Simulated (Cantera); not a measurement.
What does this Cantera script print?

```python
import numpy as np
import cantera as ct

gas = ct.Solution("gri30.yaml")
gas.TPX = 1025, 250, {'H2': 0.082, 'O2': 1}
reactor = ct.IdealGasConstPressureReactor(gas, energy="off", clone=False)
net = ct.ReactorNet([reactor])
net.rtol, net.atol = 1e-08, 1e-18
show = ['H2', 'O2', 'H2O', 'H', 'HO2']
times = np.geomspace(6e-06, 40, 12)

steps = ct.SolutionArray(gas, extra=["t"])
rows = []
print(f"{'t/s':>10s}{'T/K':>9s}{'P/Pa':>11s}" + "".join(f"{s:>11s}" for s in show))
for t in times:
    while net.time < t:
        t_next = net.step()
        steps.append(gas.state, t=t_next)
    rows.append([np.interp(t, steps.t, y) for y in (steps.T, steps.P, *steps(*show).X.T)])
    print(f"{t:10.3e}{rows[-1][0]:9.1f}{rows[-1][1]:11.4g}" + "".join(f"{x:11.3e}" for x in rows[-1][2:]))
rate = np.gradient(steps.T, steps.t)
print("integrator steps:", len(steps.t))
if steps.T.max() > steps.T[0] + 200:
    print(f"time of steepest temperature rise: {steps.t[rate.argmax()]:.4e} s")
gas.TPX = 1025, 250, {'H2': 0.082, 'O2': 1}
gas.equilibrate("TP")
print(f"equilibrium (TP): T = {gas.T:.1f} K  " + "  ".join(f"{s} {gas[s].X[0]:.3e}" for s in show))
```

Output:

```
       t/s      T/K       P/Pa         H2         O2        H2O          H        HO2
 6.000e-06   1025.0        250  7.579e-02  9.242e-01  5.432e-17  1.483e-12  1.490e-12
 2.503e-05   1025.0        250  7.579e-02  9.242e-01  3.239e-15  6.096e-12  6.216e-12
 1.044e-04   1025.0        250  7.579e-02  9.242e-01  2.139e-13  2.412e-11  2.594e-11
 4.357e-04   1025.0        250  7.579e-02  9.242e-01  1.179e-11  8.981e-11  1.083e-10
 1.818e-03   1025.0        250  7.579e-02  9.242e-01  5.150e-10  5.013e-10  4.526e-10
 7.585e-03   1025.0        250  7.579e-02  9.242e-01  1.342e-07  6.217e-08  2.129e-09
 3.164e-02   1025.0        250  6.497e-03  8.820e-01  5.478e-02  2.534e-02  1.573e-06
 1.320e-01   1025.0        250  1.333e-03  8.859e-01  6.694e-02  1.462e-02  1.485e-06
 5.508e-01   1025.0        250  5.167e-04  9.091e-01  7.532e-02  3.206e-03  1.294e-06
 2.298e+00   1025.0        250  4.805e-05  9.201e-01  7.842e-02  8.828e-05  5.480e-07
 9.587e+00   1025.0        250  2.855e-06  9.211e-01  7.871e-02  1.317e-06  8.929e-08
 4.000e+01   1025.0        250  2.636e-07  9.212e-01  7.875e-02  3.812e-08  1.194e-08
integrator steps: 1759
equilibrium (TP): T = 1025.0 K  H2 2.988e-10  O2 9.212e-01  H2O 7.877e-02  H 1.516e-12  HO2 8.274e-10
```

Cantera simulation using GRI-Mech 3.0 (53 species, 325 reactions); the numbers are that mechanism's predictions, not measurements. Radical loss at walls, strong at low pressure, is not modelled. The temperature is held fixed by assumption; the heat of reaction is taken as removed at once.
